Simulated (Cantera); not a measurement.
Cantera run:

```python
import numpy as np
import cantera as ct

gas_names = """
    H O2 CL KOH
""".split()
cond_names = """
    KCL(s) KCL(L)
""".split()


# ... load() reads the species with a 1 bar reference pressure and builds the phases ...
species = {s.name: s for s in load("nasa_gas.yaml", gas_names) + load("nasa_condensed.yaml", cond_names)}
# Each term lists the table entries of one substance; the one whose range holds T is used.
reactions = {
    '2 H(g) + 2 KCl + O2(g) = 2 Cl(g) + 2 KOH(g)':
        [(-2, ['H']), (-2, ['KCL(s)', 'KCL(L)']), (-1, ['O2']), (2, ['CL']), (2, ['KOH'])],
}


def pick(names, T):
    return next(species[n] for n in names if species[n].thermo.min_temp <= T <= species[n].thermo.max_temp)


results = []
for label, terms in reactions.items():
    print(label)
    print("     T/K   dH/kJ  dS/(J/K)   dG/kJ   log10 K")
    for T in [1323, 1398, 1473, 1548, 1623, 1698]:
        used = [(nu, pick(names, T)) for nu, names in terms]
        dH = sum(nu * s.thermo.h(T) for nu, s in used) / 1e6
        dS = sum(nu * s.thermo.s(T) for nu, s in used) / 1e3
        dG = dH - T * dS / 1e3
        logK = -dG * 1e6 / (ct.gas_constant * T * np.log(10))
        results.append((label, T, dH, dS, dG, logK, [s.name for _, s in used]))
        print(f"{T:8g} {dH:8.1f} {dS:8.1f} {dG:8.1f} {logK:8.2f}")
```

Result:

```
2 H(g) + 2 KCl + O2(g) = 2 Cl(g) + 2 KOH(g)
     T/K   dH/kJ  dS/(J/K)   dG/kJ   log10 K
    1323    112.9     89.5     -5.5     0.22
    1398    107.8     85.7    -12.0     0.45
    1473    102.7     82.2    -18.3     0.65
    1548     97.6     78.8    -24.4     0.82
    1623     92.6     75.6    -30.2     0.97
    1698     87.5     72.6    -35.7     1.10
```

Standard-state values (1 bar) from the NASA 1993 polynomials, evaluated with Cantera. Condensed species are held in their standard states even where they would react or evaporate.
